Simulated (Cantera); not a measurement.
Input: 1 mol N2O, 0.76 mol SO2, equilibrated at 1973 K and 0.128 Torr.

Equilibrium computed with Cantera from the NASA thermochemical tables; the gas is ideal and each condensed phase is pure. Candidate condensed phases: S; 17 gas species. Kinetics and transport are ignored.

Base state: N2 0.434, SO2 0.326, O2 0.209, O 0.0190, SO 0.00632, NO 0.00527, S 4.20e-5, SO3 1.18e-5 (mole fractions); condensed: gas only.

What changes in the equilibrium state with this change: temperature from 1973 K to 2700 K?


```csv
species,before,after
O,0.0190,0.499
N2,0.434,0.260
S,4.20e-5,0.117
SO2,0.326,0.0105
O2,0.209,0.0325
SO,0.00632,0.0728
S2,4.24e-8,0.000255
N,3.07e-8,6.36e-5
SO3,1.18e-5,3.29e-8
NO,0.00527,0.00720
```
